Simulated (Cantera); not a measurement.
Source: NASA polynomial tables (part measured, part estimated), evaluated in Cantera. Values are per mole of reaction as written; species without (g) are pure solids or liquids, kept so even where they would boil at 1 bar. TaC: taken at fixed stoichiometry.

Task: Between 300 and 2950 K, where is each reaction favourable under standard conditions?
- Ta2O5 + 2 C + 10 N(g) = 2 TaC + 5 N2O(g)

Result: 
- Ta2O5 + 2 C + 10 N(g) = 2 TaC + 5 N2O(g): ΔG° is -2410 kJ at 300 K and -752 kJ at 2950 K; it stays negative (K > 1). ΔH° is -2832 kJ and ΔS° -705 J/K at 2950 K.
